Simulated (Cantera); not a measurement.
Input (Python, Cantera):

```python
import numpy as np
import cantera as ct

gas = ct.Solution("gri30.yaml")
gas.TPX = 1800, 81000, {'NO': 1, 'N2': 2.9}
inlet = ct.Reservoir(gas, clone=True)

reactor = ct.IdealGasConstPressureReactor(gas, energy="off", clone=False)
exhaust = ct.Reservoir(gas, clone=True)
tau = [3.2, 0.82, 0.21, 0.055, 0.014, 0.0036, 0.00094][0]
for a, b in ((inlet, reactor), (reactor, exhaust)):
    ct.MassFlowController(a, b, mdot=lambda t: reactor.mass / tau)
net = ct.ReactorNet([reactor])
show = ['NO', 'N2O', 'O2', 'N2', 'NO2', 'O']

rows = []
print(f"{'tau/s':>10s}{'T/K':>9s}" + "".join(f"{s:>11s}" for s in show))
for tau in [3.2, 0.82, 0.21, 0.055, 0.014, 0.0036, 0.00094]:
    net.initial_time = 0.0
    net.advance(30 * tau)
    before = gas.X
    net.advance(40 * tau)
    drift = np.max(np.abs(gas.X - before) / (gas.X + 1e-9))
    rows.append([gas.T, *gas[show].X, drift])
    print(f"{tau:10.3e}{gas.T:9.1f}" + "".join(f"{x:11.3e}" for x in gas[show].X))
```

It prints:

```
     tau/s      T/K         NO        N2O         O2         N2        NO2          O
 3.200e+00   1800.0  1.974e-01  1.607e-05  2.933e-02  7.731e-01  1.712e-04  2.444e-05
 8.200e-01   1800.0  2.367e-01  2.327e-05  9.715e-03  7.534e-01  1.281e-04  1.552e-05
 2.100e-01   1800.0  2.509e-01  2.610e-05  2.633e-03  7.463e-01  8.993e-05  1.050e-05
 5.500e-02   1800.0  2.549e-01  2.623e-05  6.632e-04  7.443e-01  7.185e-05  8.404e-06
 1.400e-02   1800.0  2.560e-01  2.377e-05  1.369e-04  7.438e-01  5.945e-05  7.069e-06
 3.600e-03   1800.0  2.563e-01  1.706e-05  1.634e-05  7.436e-01  3.768e-05  4.774e-06
 9.400e-04   1800.0  2.564e-01  8.180e-06  6.972e-07  7.436e-01  1.203e-05  1.948e-06
```

Detailed kinetics in Cantera: GRI-Mech 3.0 (53 species, 325 reactions).
